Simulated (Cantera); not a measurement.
Input: 1 mol Al(CH₃)₃, 10 mol N₂O, 81 mol H₂, 12 mol O₂, held at 2198.15 K and 0.000730 bar.

Equilibrium computed with Cantera from the NASA thermochemical tables; the gas is ideal and each condensed phase is pure. The feed counts by its element totals alone. The tables' values for AlOH are old estimates; treat these amounts as uncertain. The numbers say what is thermodynamically allowed, not how fast it happens.

```json
[
 {"species": "H₂", "before": "0.465", "after": "0.576"},
 {"species": "H₂O", "before": "0.259", "after": "0.292"},
 {"species": "N₂", "before": "0.0934", "after": "0.102"},
 {"species": "H", "before": "0.141", "after": "8.76e-6"},
 {"species": "OH", "before": "0.0109", "after": "4.03e-8"},
 {"species": "CO", "before": "0.0254", "after": "0.0226"},
 {"species": "AlO₂H", "before": "7.13e-5", "after": "<1e-9"},
 {"species": "O", "before": "0.00230", "after": "<1e-9"},
 {"species": "O₂", "before": "0.000539", "after": "<1e-9"},
 {"species": "NO", "before": "0.000219", "after": "<1e-9"},
 {"species": "AlOH", "before": "2.97e-5", "after": "<1e-9"},
 {"species": "AlO", "before": "1.94e-5", "after": "<1e-9"},
 {"species": "CO₂", "before": "0.00268", "after": "0.00781"},
 {"species": "Al₂O₃(s), mol", "before": "0.493", "after": "0.500"}
]
```
Gas species are given as mole fractions.

Q: What was changed between the two runs?
A) temperature from 2198.15 K to 1225 K
B) pressure from 0.000730 bar to 0.00133 bar
C) temperature from 2198.15 K to 600 K
D) H₂ from 81 to 140 mol

A: A, temperature from 2198.15 K to 1225 K
